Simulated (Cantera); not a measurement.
What does this Cantera script print?

```python
import numpy as np
import cantera as ct

gas_names = """
    O2 F
""".split()
cond_names = """
    CaF2(a) CaF2(b) CaF2(L) CaO(s) CaO(L)
""".split()


# ... load() reads the species with a 1 bar reference pressure and builds the phases ...
species = {s.name: s for s in load("nasa_gas.yaml", gas_names) + load("nasa_condensed.yaml", cond_names)}
# Each term lists the table entries of one substance; the one whose range holds T is used.
reactions = {
    'O2(g) + 2 CaF2 = 2 CaO + 4 F(g)':
        [(-1, ['O2']), (-2, ['CaF2(a)', 'CaF2(b)', 'CaF2(L)']), (2, ['CaO(s)', 'CaO(L)']), (4, ['F'])],
}


def pick(names, T):
    return next(species[n] for n in names if species[n].thermo.min_temp <= T <= species[n].thermo.max_temp)


results = []
for label, terms in reactions.items():
    print(label)
    print("     T/K   dH/kJ  dS/(J/K)   dG/kJ   log10 K")
    for T in [1000, 1100, 1200, 1300, 1400, 1500, 1600, 1700, 1800, 1900, 2000]:
        used = [(nu, pick(names, T)) for nu, names in terms]
        dH = sum(nu * s.thermo.h(T) for nu, s in used) / 1e6
        dS = sum(nu * s.thermo.s(T) for nu, s in used) / 1e3
        dG = dH - T * dS / 1e3
        logK = -dG * 1e6 / (ct.gas_constant * T * np.log(10))
        results.append((label, T, dH, dS, dG, logK, [s.name for _, s in used]))
        print(f"{T:8g} {dH:8.1f} {dS:8.1f} {dG:8.1f} {logK:8.2f}")
```

Result:

```
O2(g) + 2 CaF2 = 2 CaO + 4 F(g)
     T/K   dH/kJ  dS/(J/K)   dG/kJ   log10 K
    1000   1495.8    366.9   1129.0   -58.97
    1100   1493.3    364.5   1092.4   -51.87
    1200   1490.1    361.7   1056.1   -45.97
    1300   1486.3    358.6   1020.1   -40.99
    1400   1481.8    355.4    984.4   -36.73
    1500   1464.6    343.3    949.6   -33.07
    1600   1455.8    337.6    915.5   -29.89
    1700   1387.9    297.4    882.4   -27.11
    1800   1384.0    295.2    852.7   -24.74
    1900   1380.2    293.1    823.3   -22.63
    2000   1376.5    291.2    794.1   -20.74
```

Cantera with NASA thermochemical tables; ideal gases at 1 bar, condensed phases pure. Condensed species are held in their standard states even where they would react or evaporate.
